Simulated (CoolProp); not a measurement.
500 sccm (0 °C, 1 atm) of nitrogen bubbles through liquid hexamethyldisiloxane (MM) at 336.5 K and leaves saturated at a total pressure of 0.15 MPa (ideal gas phase). Each further row changes one setting.

The numbers come from the reference Helmholtz-energy equation of state, Thol 2016 in CoolProp.

```json
[
 {"case": "as stated", "vapour pressure (kPa)": "29.7", "mole fraction of vapour": "0.198", "delivery (mg/min)": "___", "delivery (sccm)": "124", "change of delivery for a bath 1 K warmer (%)": "4.8"},
 {"case": "bath temperature 341.5 K", "vapour pressure (kPa)": "___", "mole fraction of vapour": "___", "delivery (mg/min)": "1130", "delivery (sccm)": "156", "change of delivery for a bath 1 K warmer (%)": "4.9"},
 {"case": "total pressure 0.3 MPa", "vapour pressure (kPa)": "29.7", "mole fraction of vapour": "0.0991", "delivery (mg/min)": "398", "delivery (sccm)": "55.0", "change of delivery for a bath 1 K warmer (%)": "4.2"}
]
```

**Question.** What belongs in the gaps?

**Answer.** 
- as stated, delivery (mg/min): 896
- bath temperature 341.5 K, vapour pressure (kPa): 35.7
- bath temperature 341.5 K, mole fraction of vapour: 0.238
